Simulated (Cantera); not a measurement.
# Adiabatic ignition

An adiabatic, constant-volume homogeneous reactor starts with 7.35 % CH4, 5.15 % H2, 18.4 % O2, 69.1 % N2, equivalence ratio 0.94, at 1298 K and 2.17 atm.

Cantera simulation using GRI-Mech 3.0 (53 species, 325 reactions); the numbers are that mechanism's predictions, not measurements.

```
t (s)     T (K)  P (bar)   x CH4    x H2    x O2   x CH2CO      x H     x CH3
--------  -----  -------  ------  ------  ------  --------  -------  --------
5.00e-6    1298     2.20  0.0735  0.0515   0.184    <1e-12  7.83e-9   1.16e-7
1.13e-5    1298     2.20  0.0735  0.0515   0.184    <1e-12  1.54e-8   3.47e-7
2.55e-5    1298     2.20  0.0735  0.0515   0.184    <1e-12  4.89e-8   1.36e-6
5.74e-5    1298     2.20  0.0735  0.0515   0.184    <1e-12  4.10e-7   1.21e-5
0.000130   1303     2.21  0.0728  0.0511   0.183   4.41e-8  1.14e-5  0.000270
0.000292   1454     2.47  0.0581  0.0492   0.169  0.000107  7.37e-5  0.000862
0.000660   2913     4.99  <1e-12  0.0164  0.0226    <1e-12  0.00693    <1e-12
0.00149    2909     4.99  <1e-12  0.0166  0.0217    <1e-12  0.00687    <1e-12
0.00336    2909     4.99  <1e-12  0.0166  0.0217    <1e-12  0.00687    <1e-12
0.00758    2909     4.99  <1e-12  0.0166  0.0217    <1e-12  0.00687    <1e-12
0.0171     2909     4.99  <1e-12  0.0166  0.0217    <1e-12  0.00687    <1e-12
0.0386     2909     4.99  <1e-12  0.0166  0.0217    <1e-12  0.00687    <1e-12
0.0871     2909     4.99  <1e-12  0.0166  0.0217    <1e-12  0.00687    <1e-12
0.196      2909     4.99  <1e-12  0.0166  0.0217    <1e-12  0.00687    <1e-12
0.443      2909     4.99  <1e-12  0.0166  0.0217    <1e-12  0.00687    <1e-12
1.00       2909     4.99  <1e-12  0.0166  0.0217    <1e-12  0.00687    <1e-12
```
x: mole fraction; the columns are a selection and need not sum to one.

```json
{
 "time_of_steepest_temperature_rise": "0.323 ms",
 "temperature at 1.00 s": "2909 K",
 "equilibrium_temperature": "2909 K",
 "x(CH4) at 1.00 s": "<1e-12 (gas-phase equilibrium <1e-12)",
 "x(H2) at 1.00 s": "0.0166 (gas-phase equilibrium 0.0166)",
 "x(O2) at 1.00 s": "0.0217 (gas-phase equilibrium 0.0217)"
}
```
